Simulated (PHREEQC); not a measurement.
Dissolve 0.012 mol/kgw HBr at 25 °C. Closed to the air; pH follows from the charge balance.

The numbers come from PHREEQC with the ion-association model, phreeqc.dat.

| quantity | before | after |
|---|---|---|
| pH | 1.96 | 6.97 |
| ionic strength (mol/kgw) | 0.0120 | 0.0360 |

### Question
Which change was made?
A. HBr replaced by CdBr2 at the same molality
B. HBr from 0.012 to 0.0024 mol/kgw
C. HBr replaced by CaBr2 at the same molality
D. HBr replaced by LiBr at the same molality
E. 0.0002 mol/kgw H2SiF6 added

### Answer
C, HBr replaced by CaBr2 at the same molality

This is a speciation only: nothing precipitates in the calculation.
